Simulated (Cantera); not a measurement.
A perfectly stirred reactor is fed with CH₄ : O₂ : N₂ : CO₂ = 1 : 3.77 : 14.2 : 2.2 (molar parts), equivalence ratio 0.53, at 25000 Pa; it is adiabatic with a 425 K inlet, and is followed from long to short residence time, starting on the burning branch (τ in s: 0.06, 0.024, 0.0098, 0.004, 0.0016, 0.00065, 0.00027, 0.00011, 4.4e-05).

Model: GRI-Mech 3.0 (53 species, 325 reactions), integrated in Cantera.

Question: Predict: blow-out, bracketed by the residence times tried; x(CH₄) at τ = 60.0 ms; x(O₂) at τ = 60.0 ms; x(CO₂) at τ = 60.0 ms; x(H₂O) at τ = 60.0 ms; x(O) at τ = 60.0 ms; x(CH₄) at τ = 1.60 ms; x(O₂) at τ = 1.60 ms; x(CO₂) at τ = 1.60 ms.

Answer: 
| Item | Result |
|---|---|
| blow-out, bracketed by the residence times tried | burning at 4.00 ms, out at 1.60 ms |
| x(CH₄) at τ = 60.0 ms | 6.38e-5 |
| x(O₂) at τ = 60.0 ms | 0.0843 |
| x(CO₂) at τ = 60.0 ms | 0.149 |
| x(H₂O) at τ = 60.0 ms | 0.0932 |
| x(O) at τ = 60.0 ms | 0.000523 |
| x(CH₄) at τ = 1.60 ms | 0.0472 |
| x(O₂) at τ = 1.60 ms | 0.178 |
| x(CO₂) at τ = 1.60 ms | 0.104 |
